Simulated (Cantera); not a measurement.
Input (Python, Cantera):

```python
import numpy as np
import cantera as ct

gas = ct.Solution("gri30.yaml")
gas.TPX = 1325, 100000, {'H2': 1.9, 'O2': 1, 'N2': 5.3}
inlet = ct.Reservoir(gas, clone=True)

reactor = ct.IdealGasConstPressureReactor(gas, energy="off", clone=False)
exhaust = ct.Reservoir(gas, clone=True)
tau = [2.8, 0.73, 0.19, 0.05, 0.013, 0.0034, 0.0009][0]
for a, b in ((inlet, reactor), (reactor, exhaust)):
    ct.MassFlowController(a, b, mdot=lambda t: reactor.mass / tau)
net = ct.ReactorNet([reactor])
show = ['H2', 'O2', 'NO', 'OH', 'O']

rows = []
print(f"{'tau/s':>10s}{'T/K':>9s}" + "".join(f"{s:>11s}" for s in show))
for tau in [2.8, 0.73, 0.19, 0.05, 0.013, 0.0034, 0.0009]:
    net.initial_time = 0.0
    net.advance(30 * tau)
    before = gas.X
    net.advance(40 * tau)
    drift = np.max(np.abs(gas.X - before) / (gas.X + 1e-9))
    rows.append([gas.T, *gas[show].X, drift])
    print(f"{tau:10.3e}{gas.T:9.1f}" + "".join(f"{x:11.3e}" for x in gas[show].X))
```

It prints:

```
     tau/s      T/K         H2         O2         NO         OH          O
 2.800e+00   1325.0  1.769e-04  6.949e-03  1.053e-06  1.278e-04  4.537e-06
 7.300e-01   1325.0  4.196e-04  7.051e-03  9.323e-07  1.999e-04  1.152e-05
 1.900e-01   1325.0  9.694e-04  7.295e-03  9.441e-07  3.162e-04  2.974e-05
 5.000e-02   1325.0  2.139e-03  7.846e-03  1.310e-06  4.986e-04  7.545e-05
 1.300e-02   1325.0  4.496e-03  9.013e-03  2.239e-06  7.814e-04  1.880e-04
 3.400e-03   1325.0  8.773e-03  1.125e-02  3.835e-06  1.206e-03  4.523e-04
 9.000e-04   1325.0  1.588e-02  1.519e-02  5.930e-06  1.829e-03  1.045e-03
```

Cantera simulation using GRI-Mech 3.0 (53 species, 325 reactions); the numbers are that mechanism's predictions, not measurements. The temperature is held fixed by assumption; the heat of reaction is taken as removed at once.
